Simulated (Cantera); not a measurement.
A freely propagating, adiabatic, planar premixed flame of H2 : O2 : N2 = 1 : 0.185 : 0.778 (molar parts), equivalence ratio 2.7, unburnt at 625 K and 1.00 bar; mixture-averaged transport, grid criteria slope 0.08 and curve 0.16, no radiation.

Detailed kinetics in Cantera: the H2/O2 subset of GRI-Mech 3.0, which has no nitrogen chemistry. Burning velocities carry a grid error of a few per cent, more on coarse grids.

Q: Predict: laminar burning velocity; thermal thickness; peak x(H2O2); peak x(H); peak x(OH).

A: 
* **laminar burning velocity**: 830 cm/s
* **thermal thickness**: 0.497 mm
* **peak x(H2O2)**: 5.13e-6
* **peak x(H)**: 0.0770
* **peak x(OH)**: 0.00183
